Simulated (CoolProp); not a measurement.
Saturation properties of cyclohexane.

The numbers come from the reference Helmholtz-energy equation of state, Zhou 2014 in CoolProp.

```
T (K)  p (kPa)  liquid density (kg/m³)  vapour density (kg/m³)
-----  -------  ----------------------  ----------------------
401.6    350.1                   668.7                   9.698
409.5    416.6                   659.8                   11.46
417.5    493.1                   650.5                   13.50
425.5    579.5                   641.0                   15.81
433.5    676.8                       …                   18.44
441.5    785.6                   621.1                       …
449.4    905.2                   610.7                   24.73
457.4     1039                   599.9                   28.53
465.4     1188                   588.5                   32.84
473.4     1351                   576.6                   37.74
481.3     1528                       …                       …
489.3        …                   550.8                   49.62
497.3     1938                   536.5                   56.99
```

Problem. Some entries are withheld; supply them.

Solution. 
- 433.5, liquid density (kg/m³): 631.2
- 441.5, vapour density (kg/m³): 21.41
- 481.3, liquid density (kg/m³): 564.2
- 481.3, vapour density (kg/m³): 43.24
- 489.3, p (kPa): 1724

It boils at 353.9 K under 1 atm.
